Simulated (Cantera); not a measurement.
An isothermal, constant-pressure homogeneous reactor starts with N2O : H2O = 1 : 0.013 (molar parts), at 1200 K and 0.0178 atm. Integrator tolerance rtol = 1e-08.

Computed with Cantera and GRI-Mech 3.0 (53 species, 325 reactions). GRI-Mech 3.0 was tuned for natural gas; its chemistry of N2O as a main component is partial and can be far from experiment. Radical loss at walls, strong at low pressure, is not modelled. The mechanism lacks the step 2 NO + O2 → 2 NO2, which can matter for NO2 below about 1400 K. The temperature is held fixed by assumption; the heat of reaction is taken as removed at once.

**Question.** What does this change do: temperature 1200 to 1223 K?

**Answer.** 
| quantity | before | after |
|---|---|---|
| x(N2O) at 50.0 s | 0.450 (gas-phase equilibrium 1.94e-9) | 0.312 (gas-phase equilibrium 2.28e-9) |
| x(H2O) at 50.0 s | 0.0105 (gas-phase equilibrium 0.00859) | 0.00992 (gas-phase equilibrium 0.00859) |
| x(H2O2) at 50.0 s | 2.67e-10 (gas-phase equilibrium 1.59e-11) | 2.64e-10 (gas-phase equilibrium 1.94e-11) |
| x(O) at 50.0 s | 1.70e-6 (gas-phase equilibrium 1.08e-7) | 2.40e-6 (gas-phase equilibrium 1.74e-7) |
| x(NO) at 50.0 s | 0.0334 (gas-phase equilibrium 0.000226) | 0.0459 (gas-phase equilibrium 0.000268) |
| x(O2) at 50.0 s | 0.163 (gas-phase equilibrium 0.330) | 0.203 (gas-phase equilibrium 0.330) |
| x(HO2) at 50.0 s | 3.72e-8 (gas-phase equilibrium 2.02e-9) | 2.70e-8 (gas-phase equilibrium 2.60e-9) |
